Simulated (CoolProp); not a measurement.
Model: reference Helmholtz-energy equation of state, McLinden 2015, in CoolProp.

Problem. Give the vapour pressure (MPa), liquid density (kg/m³), vapour density (kg/m³), enthalpy of vaporisation (kJ/kg) of saturated the fluoroketone C6F12O (FK-5-1-12) at 47.35 °C.

Solution. 
| T (°C) | p (MPa) | liquid density (kg/m³) | vapour density (kg/m³) | enthalpy of vaporisation (kJ/kg) |
|---|---|---|---|---|
| 47.35 | 0.0955 | 1530 | 12.1 | 88.5 |
